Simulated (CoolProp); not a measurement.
1-butene along the isobar 22.4 MPa: fugacity coefficient from the reference equation and from simpler models built on Tc = 146.1 °C, pc = 4.006 MPa, ω = 0.192; each cubic takes its own stable root.

Computed with CoolProp (reference Helmholtz-energy equation of state, Lemmon 2005). It is a short technical equation, of lower accuracy than the large ones.

| T (°C) | phase | reference | van der Waals | Soave-Redlich-Kwong |
|---|---|---|---|---|
| -125.65 | liquid | 1.505e-6 | 0.002685 | 1.821e-6 |
| -116.55 | liquid | 5.226e-6 | 0.004156 | 6.100e-6 |
| -107.55 | liquid | 1.535e-5 | 0.006105 | 1.744e-5 |
| -98.45 | liquid | 4.011e-5 | 0.008644 | 4.463e-5 |
| -89.35 | liquid | 9.391e-5 | 0.01182 | 0.0001029 |
| -80.35 | liquid | 0.0001987 | 0.01564 | 0.0002152 |
| -71.25 | liquid | 0.0003916 | 0.02022 | 0.0004205 |
| -62.25 | liquid | 0.0007160 | 0.02550 | 0.0007643 |
| -53.15 | liquid | 0.001242 | 0.03161 | 0.001321 |
